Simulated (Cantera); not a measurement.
Gas mixture: NO = 0.86 (molar parts), at 2670 Pa, frozen composition.

Cantera's kinetic-theory transport with the Lennard-Jones parameters of GRI-Mech 3.0, ideal gas; thermal conductivity in the mixture-averaged form. The composition is frozen, though it would react at the higher temperatures.

D: mixture-averaged diffusion coefficient of that species in the mixture.

```
T (K)  ρ (kg/m³)  cp (J/kg/K)  μ (µPa s)  λ (mW/m/K)     Pr  D (cm²/s) H  D (cm²/s) CH4  D (cm²/s) NO
-----  ---------  -----------  ---------  ----------  -----  -----------  -------------  ------------
400       0.0241        998.6       23.1        32.4  0.712         77.2           14.0          2540
500       0.0192         1016          ?           ?  0.708            ?              ?             ?
600       0.0160         1041       30.6        45.1  0.706          155           28.2          5180
700       0.0137         1067       34.0        51.3  0.707          202           36.6          6750
800       0.0120         1092       37.1        57.3  0.708          253           45.9          8480
900       0.0107         1114       40.1           ?  0.708            ?              ?             ?
1000     0.00962         1133       42.9        68.6  0.709          368           66.8         12400
1100     0.00875         1147       45.7        74.1  0.707          432           78.3         14500
```

Problem. What belongs in the gaps?

Solution. 
- 500, μ (µPa s): 27.0
- 500, λ (mW/m/K): 38.8
- 500, D (cm²/s) H: 114
- 500, D (cm²/s) CH4: 20.6
- 500, D (cm²/s) NO: 3770
- 900, λ (mW/m/K): 63.0
- 900, D (cm²/s) H: 308
- 900, D (cm²/s) CH4: 56.0
- 900, D (cm²/s) NO: 10400
